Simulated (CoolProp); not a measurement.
A Linde-Hampson liquefier for oxygen: isothermal reversible compression at 200 K from 1 atm to 40 MPa, throttling to 1 atm, return gas leaving the recuperator 5 K below the feed. Each further row changes one setting.

Computed with CoolProp (reference Helmholtz-energy equation of state, Schmidt 1985).

| case | liquid yield per pass | compression work (kJ/kg of gas) |
|---|---|---|
| as stated | ? | 275 |
| high pressure 80 MPa | ? | ? |
| warm-end temperature 230 K | ? | ? |
| warm-end gap 10 K | ? | 275 |

Q: Some entries are withheld; supply them.

A: 
- as stated, liquid yield per pass: 0.367
- high pressure 80 MPa, liquid yield per pass: 0.328
- high pressure 80 MPa, compression work (kJ/kg of gas): 321
- warm-end temperature 230 K, liquid yield per pass: 0.280
- warm-end temperature 230 K, compression work (kJ/kg of gas): 332
- warm-end gap 10 K, liquid yield per pass: 0.358
